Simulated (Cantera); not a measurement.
A Cantera script and what it prints.

```python
import numpy as np
import cantera as ct

gas_names = """
    H HO2 H2 H2O H2O2 H2S H2SO4 O OH O2 O3 S SH SO SO2 SO3 S2 S2O S8
""".split()
cond_names = """
    H2O(s) H2O(L) H2SO4(L) S(cr1) S(cr2) S(L)
""".split()


# ... load() reads the species with a 1 bar reference pressure and builds the phases ...
atoms = {
    'H2S': {'H': 2, 'S': 1},
    'H2': {'H': 2},
    'O2': {'O': 2},
}
top_T = {}  # K; cautious upper limits of use, not melting points


# ... equilibrate(T, P, feed) seeds the gas with the atoms and calls Mixture.equilibrate('TP', solver="vcs", rtol=1e-11, max_steps=5000) ...
results = []
T = 925  # K
P = 10000  # Pa
for m in [0.83, 1, 1.2, 1.4, 1.7, 2, 2.4, 2.9, 3.5, 4.2]:
    feed = {'H2S': 1, 'H2': 7.1, 'O2': m}  # mol
    mix = equilibrate(T, P, feed)
    results.append((T, P, feed, dict(zip(mix.species_names, mix.species_moles))))

top = {s: max(r[3][s] / sum(r[3][g] for g in gas_names) for r in results) for s in gas_names}
cols = sorted((s for s in top if top[s] > 0.0001), key=lambda s: -top[s])[:5]
seen = [c for c in cond_names if any(r[3].get(c, 0) > 1e-12 for r in results)]
print("log10 of partial pressures in bar; condensed amounts in mol")
print(f"{'n(O2)':>10s}" + "".join(f"{s[:9]:>10s}" for s in cols + seen))
for T, P, feed, n in results:
    ng = sum(n[g] for g in gas_names)
    print(f"{feed['O2']:10.4g}" + "".join(f"{np.log10(max(n[s] / ng * P / 1e5, 1e-99)):10.3f}" for s in cols)
          + "".join(f"{n.get(c, 0):10.4g}" for c in seen))
```

Output:

```
log10 of partial pressures in bar; condensed amounts in mol
     n(O2)       H2O        H2       H2S       SO2        S2
      0.83    -1.688    -1.173    -1.909    -9.889    -6.498
         1    -1.607    -1.201    -1.909    -9.643    -6.441
       1.2    -1.528    -1.236    -1.909    -9.379    -6.371
       1.4    -1.461    -1.275    -1.909    -9.129    -6.293
       1.7    -1.377    -1.340    -1.909    -8.764    -6.163
         2    -1.306    -1.417    -1.909    -8.393    -6.009
       2.4    -1.227    -1.547    -1.909    -7.846    -5.750
       2.9    -1.145    -1.794    -1.909    -6.939    -5.256
       3.5    -1.066    -2.687    -1.935    -4.129    -3.522
       4.2    -1.049    -3.393    -2.326    -2.367    -2.891
```

Method: chemical equilibrium by Gibbs-energy minimisation in Cantera with the NASA 1993 tables (ideal gas, pure condensed phases). Gases not in the tables: S3 to S7.
